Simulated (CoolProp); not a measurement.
Properties of C2F6 (R116) at several states (Tc = 19.9 °C, pc = 3.048 MPa, ω = 0.257).

Values from CoolProp's reference Helmholtz-energy equation of state, Lemmon 2006. It is a short technical equation, of lower accuracy than the large ones.

| T (°C) | p (MPa) | phase | Z | cp (kJ/(kg K)) | isothermal compressibility (1/MPa) |
|---|---|---|---|---|---|
| 86.45 | 0.0392 | gas | 0.9979 | ? | 25.56 |
| -54.85 | 1.35 | liquid | 0.06827 | ? | 0.004566 |
| 59.45 | 17.4 | supercritical | 0.7786 | ? | ? |
| -28.75 | 1.02 | liquid | ? | 1.117 | ? |
| 114.05 | 0.0532 | gas | 0.9979 | 0.8963 | 18.84 |

Task: What belongs in the gaps?

Result: 
- 86.45, cp (kJ/(kg K)): 0.8612
- -54.85, cp (kJ/(kg K)): 1.002
- 59.45, cp (kJ/(kg K)): 1.141
- 59.45, isothermal compressibility (1/MPa): 0.01480
- -28.75, Z: 0.05111
- -28.75, isothermal compressibility (1/MPa): 0.009599
